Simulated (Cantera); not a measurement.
An isothermal, constant-pressure homogeneous reactor starts with 31.2 % NH3, 68.8 % H2, at 2025 K and 975 Torr.

Model: the gas-phase N/H chemistry of the illustrative SiF4/NH3 mechanism in the Surface Chemkin manual (1991), integrated in Cantera. Walls and surfaces, which speed up NH3 decomposition in real reactors, are not modelled.

x: mole fraction; the columns are a selection and need not sum to one.

| t (s) | x NH3 | x H2 | x N2 | x NH2 | x N2H2 | x H |
|---|---|---|---|---|---|---|
| 0.000500 | 0.307 | 0.690 | 0.00197 | 0.000615 | 1.63e-6 | 0.000472 |
| 0.00113 | 0.299 | 0.695 | … | 0.000604 | 1.57e-6 | 0.000480 |
| 0.00256 | 0.282 | 0.706 | 0.0114 | 0.000580 | 1.46e-6 | 0.000496 |
| 0.00580 | 0.248 | 0.727 | 0.0243 | 0.000531 | 1.23e-6 | 0.000531 |
| 0.0131 | 0.189 | 0.763 | 0.0469 | 0.000440 | 8.68e-7 | 0.000606 |
| 0.0297 | 0.109 | 0.812 | 0.0772 | 0.000299 | 4.31e-7 | 0.000758 |
| 0.0673 | 0.0402 | 0.855 | 0.104 | 0.000144 | 1.16e-7 | 0.00104 |
| 0.152 | 0.00934 | 0.874 | 0.115 | 4.44e-5 | 1.33e-8 | 0.00141 |
| 0.345 | 0.00239 | 0.878 | 0.118 | 1.25e-5 | 1.14e-9 | 0.00157 |
| 0.781 | … | 0.879 | 0.119 | … | 1.42e-10 | 0.00159 |
| 1.77 | 0.000332 | 0.879 | 0.119 | 1.77e-6 | 2.33e-11 | 0.00159 |
| 4.00 | 0.000141 | 0.879 | 0.119 | 7.49e-7 | 4.56e-12 | 0.00159 |

### Question
Complete the blanks.

### Answer

- 0.00113, x N2: 0.00498
- 0.781, x NH3: 0.000830
- 0.781, x NH2: 4.41e-6
